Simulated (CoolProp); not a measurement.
R410A along the isobar 11400 kPa: fugacity coefficient from the reference equation and from simpler models built on Tc = 344.5 K, pc = 4901 kPa, ω = 0.296; each cubic takes its own stable root.

Values from CoolProp's reference Helmholtz-energy equation of state, Lemmon 2003. It is a pseudo-pure fit of the blend.

```
T (K)          phase  reference  van der Waals  Redlich-Kwong  Soave-Redlich-Kwong  Peng-Robinson
-----  -------------  ---------  -------------  -------------  -------------------  -------------
296.6         liquid     0.1438              …         0.1898               0.1593         0.1499
321.6         liquid     0.2357              …         0.2797               0.2606         0.2453
346.5  supercritical     0.3456         0.4127         0.3771               0.3790         0.3570
371.4  supercritical     0.4623         0.4866         0.4740                    …         0.4713
396.3  supercritical     0.5689         0.5563         0.5618               0.6065         0.5724
421.3  supercritical     0.6542         0.6193              …               0.6919         0.6544
446.2  supercritical     0.7203         0.6731         0.6947                    …         0.7200
471.1  supercritical     0.7729         0.7182         0.7429               0.8133         0.7735
496.1  supercritical     0.8155         0.7560         0.7827               0.8574         0.8177
```

Task: Complete the blanks.

Result: 
- 296.6, van der Waals: 0.2645
- 321.6, van der Waals: 0.3378
- 371.4, Soave-Redlich-Kwong: 0.4999
- 421.3, Redlich-Kwong: 0.6354
- 446.2, Soave-Redlich-Kwong: 0.7593
